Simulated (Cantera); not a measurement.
What does this Cantera script print?

```python
import numpy as np
import cantera as ct

gas_names = """
    H H2 N NH NH2 NH3 N2 N2H2 N2H4 V VN
""".split()
cond_names = """
    V(cr) V(L) VN(s)
""".split()


# ... load() reads the species with a 1 bar reference pressure and builds the phases ...
atoms = {
    'V': {'V': 1},
    'N2': {'N': 2},
    'H2': {'H': 2},
}
top_T = {'VN(s)': 2300}  # K; cautious upper limits of use, not melting points


# ... equilibrate(T, P, feed) seeds the gas with the atoms and calls Mixture.equilibrate('TP', solver="vcs", rtol=1e-11, max_steps=5000) ...
results = []
P = 130  # Pa
for T in [1525, 1600, 1675, 1750, 1825, 1900, 1975, 2050, 2125, 2200, 2275, 2350, 2425]:
    for m in [16, 22, 31, 44, 62, 86, 120, 170, 240, 330, 470]:
        feed = {'V': 1, 'N2': 4.9, 'H2': m}  # mol
        mix = equilibrate(T, P, feed)
        results.append((T, P, feed, dict(zip(mix.species_names, mix.species_moles))))

for T, P, feed, n in results:
    print(f"{T:7g} {feed['H2']:10.4g}  " + (" + ".join(c for c in cond_names if n.get(c, 0) > 1e-12) or "gas only"))
```

Result:

```
   1525         16  VN(s)
   1525         22  VN(s)
   1525         31  VN(s)
   1525         44  VN(s)
   1525         62  VN(s)
   1525         86  VN(s)
   1525        120  VN(s)
   1525        170  VN(s)
   1525        240  VN(s)
   1525        330  VN(s)
   1525        470  VN(s)
   1600         16  VN(s)
   1600         22  VN(s)
   1600         31  VN(s)
   1600         44  VN(s)
   1600         62  VN(s)
   1600         86  VN(s)
   1600        120  VN(s)
   1600        170  VN(s)
   1600        240  VN(s)
   1600        330  VN(s)
   1600        470  VN(s)
   1675         16  VN(s)
   1675         22  VN(s)
   1675         31  VN(s)
   1675         44  VN(s)
   1675         62  VN(s)
   1675         86  VN(s)
   1675        120  VN(s)
   1675        170  VN(s)
   1675        240  VN(s)
   1675        330  VN(s)
   1675        470  V(cr)
   1750         16  VN(s)
   1750         22  VN(s)
   1750         31  VN(s)
   1750         44  VN(s)
   1750         62  VN(s)
   1750         86  VN(s)
   1750        120  V(cr)
   1750        170  V(cr)
   1750        240  V(cr)
   1750        330  V(cr)
   1750        470  V(cr)
   1825         16  VN(s)
   1825         22  VN(s)
   1825         31  V(cr)
   1825         44  V(cr)
   1825         62  V(cr)
   1825         86  V(cr)
   1825        120  V(cr)
   1825        170  V(cr)
   1825        240  V(cr)
   1825        330  V(cr)
   1825        470  V(cr)
   1900         16  V(cr)
   1900         22  V(cr)
   1900         31  V(cr)
   1900         44  V(cr)
   1900         62  V(cr)
   1900         86  V(cr)
   1900        120  V(cr)
   1900        170  V(cr)
   1900        240  V(cr)
   1900        330  V(cr)
   1900        470  V(cr)
   1975         16  V(cr)
   1975         22  V(cr)
   1975         31  V(cr)
   1975         44  V(cr)
   1975         62  V(cr)
   1975         86  V(cr)
   1975        120  V(cr)
   1975        170  V(cr)
   1975        240  V(cr)
   1975        330  V(cr)
   1975        470  V(cr)
   2050         16  V(cr)
   2050         22  V(cr)
   2050         31  V(cr)
   2050         44  V(cr)
   2050         62  V(cr)
   2050         86  V(cr)
   2050        120  V(cr)
   2050        170  V(cr)
   2050        240  V(cr)
   2050        330  gas only
   2050        470  gas only
   2125         16  V(cr)
   2125         22  V(cr)
   2125         31  V(cr)
   2125         44  V(cr)
   2125         62  V(cr)
   2125         86  gas only
   2125        120  gas only
   2125        170  gas only
   2125        240  gas only
   2125        330  gas only
   2125        470  gas only
   2200         16  V(L)
   2200         22  V(L)
   2200         31  gas only
   2200         44  gas only
   2200         62  gas only
   2200         86  gas only
   2200        120  gas only
   2200        170  gas only
   2200        240  gas only
   2200        330  gas only
   2200        470  gas only
   2275         16  gas only
   2275         22  gas only
   2275         31  gas only
   2275         44  gas only
   2275         62  gas only
   2275         86  gas only
   2275        120  gas only
   2275        170  gas only
   2275        240  gas only
   2275        330  gas only
   2275        470  gas only
   2350         16  gas only
   2350         22  gas only
   2350         31  gas only
   2350         44  gas only
   2350         62  gas only
   2350         86  gas only
   2350        120  gas only
   2350        170  gas only
   2350        240  gas only
   2350        330  gas only
   2350        470  gas only
   2425         16  gas only
   2425         22  gas only
   2425         31  gas only
   2425         44  gas only
   2425         62  gas only
   2425         86  gas only
   2425        120  gas only
   2425        170  gas only
   2425        240  gas only
   2425        330  gas only
   2425        470  gas only
```

Method: chemical equilibrium by Gibbs-energy minimisation in Cantera with the NASA 1993 tables (ideal gas, pure condensed phases). VN: taken at fixed stoichiometry. Condensed phases not in the tables: V2N, N, O or C dissolved in the metal.
